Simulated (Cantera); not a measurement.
Feed: 1 mol AlN, 680 mol H2, 79 mol N2, at 0.173 Torr.

These are equilibrium values from Cantera (NASA tables, ideal gas, pure condensed phases), not measurements of a reactor. Candidate condensed phases: Al, AlN; 13 gas species. The numbers say what is thermodynamically allowed, not how fast it happens.

log p: log10 of the partial pressure in bar; n: condensed amount in mol.

```csv
T (°C),log p H2,log p N2,log p H,log p Al,log p AlH,log p NH3,n AlN(s)
800,-3.69,-4.62,-9.70,<-15,<-15,-11.27,1.00
850,-3.69,-4.62,-9.21,-15.37,<-15,-11.39,1.00
900,-3.69,-4.62,-8.77,-14.10,-15.16,-11.50,1.00
950,-3.69,-4.62,-8.36,-12.94,-14.12,-11.60,1.00
1000,-3.69,-4.62,-7.99,-11.86,-13.17,-11.70,1.000
1050,-3.69,-4.62,-7.64,-10.87,-12.29,-11.79,1.000
1100,-3.69,-4.62,-7.32,-9.95,-11.48,-11.87,1.000
1150,-3.69,-4.62,…,…,…,…,0.997
1200,-3.69,-4.62,-6.74,-8.30,-10.02,-12.01,0.983
1250,-3.69,-4.62,-6.48,-7.56,-9.36,-12.08,0.908
1300,-3.69,-4.62,…,…,…,…,…
1350,-3.69,-4.62,-6.00,-6.53,-8.48,-12.20,0
```

**Question.** Complete the blanks.

**Answer.** 
- 1300, log p H: -6.23
- 1300, log p Al: -6.87
- 1300, log p AlH: -8.75
- 1300, log p NH3: -12.14
- 1300, n AlN(s): 0.548
- 1150, log p H: -7.02
- 1150, log p Al: -9.10
- 1150, log p AlH: -10.72
- 1150, log p NH3: -11.94
